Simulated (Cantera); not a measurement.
Gas mixture: 19.8 % NH3, 32.6 % C2H6, 42.3 % CH3OH, 5.30 % H2O, at 6.23 Torr, frozen composition.

Cantera's kinetic-theory transport with the Lennard-Jones parameters of GRI-Mech 3.0, ideal gas; thermal conductivity in the mixture-averaged form. Polar gases are described roughly by these parameters. The composition is frozen, though it would react at the higher temperatures.

One state of this run: ρ (kg/m³) = 0.00167; cp (J/kg/K) = 4015; μ (µPa s) = 43.8; λ (mW/m/K) = 234; Pr = 0.751; D (cm²/s) CH4 = 441; D (cm²/s) CH3 = 444; D (cm²/s) H = 2380. D: mixture-averaged diffusion coefficient of that species in the mixture.

Problem. Which value of T (K) does it belong to?
A. 1900
B. 650
C. 1650
D. 1400

Solution. C, 1650
